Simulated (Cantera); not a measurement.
An isothermal, constant-pressure homogeneous reactor starts with N2O : O2 = 1 : 0.27 (molar parts), at 1023 K and 1.00 bar. Integrator tolerance rtol = 1e-08.

Model: GRI-Mech 3.0 (53 species, 325 reactions), integrated in Cantera. GRI-Mech 3.0 was tuned for natural gas; its chemistry of N2O as a main component is partial and can be far from experiment. The mechanism lacks the step 2 NO + O2 → 2 NO2, which can matter for NO2 below about 1400 K. The temperature is held fixed by assumption; the heat of reaction is taken as removed at once.

**Question.** What does this change do: 0.0057 parts H2O added?

**Answer.** 
```json
[
 {"quantity": "x(N2O) at 30.0 s", "before": "0.521 (gas-phase equilibrium 3.34e-9)", "after": "0.513 (gas-phase equilibrium 3.32e-9)"},
 {"quantity": "x(O2) at 30.0 s", "before": "0.284 (gas-phase equilibrium 0.435)", "after": "0.285 (gas-phase equilibrium 0.434)"},
 {"quantity": "x(NO2) at 30.0 s", "before": "0.000130 (gas-phase equilibrium 3.24e-6)", "after": "0.000220 (gas-phase equilibrium 3.22e-6)"},
 {"quantity": "x(NO) at 30.0 s", "before": "0.00805 (gas-phase equilibrium 4.91e-5)", "after": "0.00740 (gas-phase equilibrium 4.89e-5)"},
 {"quantity": "x(O) at 30.0 s", "before": "5.04e-8 (gas-phase equilibrium 2.07e-10)", "after": "4.76e-8 (gas-phase equilibrium 2.06e-10)"}
]
```
